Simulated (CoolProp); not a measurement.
Vapour-liquid equilibrium of o-xylene (1) + n-decane (2) at 2.54 kPa; x and y are mole fractions of (1).

Computed with CoolProp (multi-fluid Helmholtz-energy mixture model, Zhou 2012 and Lemmon 2006; pair parameters Bell 2016).

Task: Give the bubble temperature and the first vapour's composition at x = 0.05, 0.55, 0.95. Is there an azeotrope?

Result: x = 0.05: 340.9 K, y = 0.151; x = 0.55: 325.2 K, y = 0.823; x = 0.95: 317.9 K, y = 0.987. No azeotrope shows between x = 0.05 and 0.95.

The pair parameters rest on a limited set of measurements; away from them the model extrapolates.
